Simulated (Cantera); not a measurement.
Input (Python, Cantera) and output of one run.

```python
import numpy as np
import cantera as ct

gas_names = """
    Hg N N2
""".split()
cond_names = """
    Hg(cr) Hg(L)
""".split()


def load(file, names, dense=False):
    # The tables refer to 1 bar. Condensed volumes are neglected.
    table = {s.name: s for s in ct.Species.list_from_file(file)}
    out = []
    for n in names:
        d = dict(table[n].input_data)
        d["thermo"] = dict(d["thermo"], **{"reference-pressure": 1e5})
        if dense:
            d["equation-of-state"] = {"model": "constant-volume", "density": "1e6 g/cm^3"}
        out.append(ct.Species.from_dict(d))
    return out


gas = ct.Solution(thermo="ideal-gas", species=load("nasa_gas.yaml", gas_names))
cond = {s.name: ct.Solution(thermo="fixed-stoichiometry", species=[s], name=s.name)
        for s in load("nasa_condensed.yaml", cond_names, dense=True)}
atoms = {
    'Hg': {'Hg': 1},
    'N2': {'N': 2},
}
top_T = {}  # K; cautious upper limits of use, not melting points


def equilibrate(T, P, feed):
    n = {}
    for name, mol in feed.items():
        for a, k in atoms[name].items():
            n[a] = n.get(a, 0.0) + k * mol
    gas.TPX = T, P, n
    mass = sum(n.values()) * gas.mean_molecular_weight
    gas.equilibrate("TP")
    valid = [c for c in cond.values() if c.min_temp <= T <= top_T.get(c.name, c.max_temp)]
    mix = ct.Mixture([(gas, mass / gas.mean_molecular_weight)] + [(c, 0.0) for c in valid])
    mix.T, mix.P = T, P
    mix.equilibrate("TP", solver="vcs", rtol=1e-11, max_steps=5000)
    return mix


results = []
feed = {'Hg': 1, 'N2': 0.59}  # mol
T = 948.15  # K
P = 330000  # Pa
mix = equilibrate(T, P, feed)
results.append((T, P, feed, dict(zip(mix.species_names, mix.species_moles))))
print(gas.report(threshold=0.001))
for i in range(1, mix.n_phases):
    print(f"{mix.phase(i).name:16s} {mix.phase_moles(i):12.5e} mol")
```

Result:

```
       temperature   948.15 K
          pressure   3.3e+05 Pa
           density   5.7162 kg/m^3
  mean mol. weight   136.55 kg/kmol
   phase of matter   gas

                          1 kg             1 kmol
                     ---------------   ---------------
          enthalpy        3.9867e+05         5.444e+07  J
   internal energy        3.4094e+05        4.6556e+07  J
           entropy            1499.4        2.0475e+05  J/K
    Gibbs function        -1.023e+06        -1.397e+08  J
 heat capacity c_p            183.82             25102  J/K
 heat capacity c_v            122.94             16787  J/K

                      mass frac. Y      mole frac. X     chem. pot. / RT
                     ---------------   ---------------   ---------------
                Hg           0.92388           0.62893           -13.706
                N2          0.076125           0.37107           -24.524
     [   +1 minor]        4.4337e-25        4.3224e-24

Hg(L)             0.00000e+00 mol
```

Equilibrium computed with Cantera from the NASA thermochemical tables; the gas is ideal and each condensed phase is pure.
